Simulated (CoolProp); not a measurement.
Vapour pressure (bar) of carbon monoxide: the reference equation beside estimates from Tc = 132.9 K, pc = 34.98 bar, ω = 0.050. Clausius-Clapeyron is anchored at 79.8 K with a constant enthalpy of vaporisation of 6.084 kJ/mol.

Model: reference Helmholtz-energy equation of state, Lemmon 2006, in CoolProp. It is a short technical equation, of lower accuracy than the large ones.

| T (K) | reference | Lee-Kesler | Clausius-Clapeyron | van der Waals | Redlich-Kwong | Soave-Redlich-Kwong | Peng-Robinson |
|---|---|---|---|---|---|---|---|
| 73.4 | 0.3529 | 0.3538 | 0.3676 | 1.855 | 0.2847 | 0.3503 | 0.3668 |
| 76.6 | 0.5477 | 0.5482 | 0.5574 | 2.405 | 0.4653 | 0.5440 | 0.5637 |
| 79.8 | 0.8176 | 0.8179 | 0.8176 | 3.057 | 0.7243 | 0.8129 | 0.8350 |
| 83 | 1.180 | 1.180 | 1.164 | 3.821 | 1.081 | 1.175 | 1.198 |
| 86.2 | 1.653 | 1.654 | 1.615 | 4.705 | 1.557 | 1.648 | 1.670 |
| 89.3 | 2.235 | 2.237 | 2.169 | 5.681 | 2.150 | 2.232 | 2.251 |
| 92.5 | 2.984 | 2.987 | 2.879 | 6.821 | 2.922 | 2.986 | 2.997 |
| 95.7 | 3.903 | 3.908 | 3.751 | 8.101 | 3.876 | 3.913 | 3.914 |
| 98.9 | 5.014 | 5.019 | 4.804 | 9.527 | 5.034 | 5.036 | 5.024 |

Absolute difference from the reference over all 9 rows, mean and median: Lee-Kesler 0.1 and 0.1 %, Clausius-Clapeyron 2.7 and 3.0 %, van der Waals 214.2 and 184.6 %, Redlich-Kwong 7.4 and 5.8 %, Soave-Redlich-Kwong 0.4 and 0.4 %, Peng-Robinson 1.5 and 1.0 %.
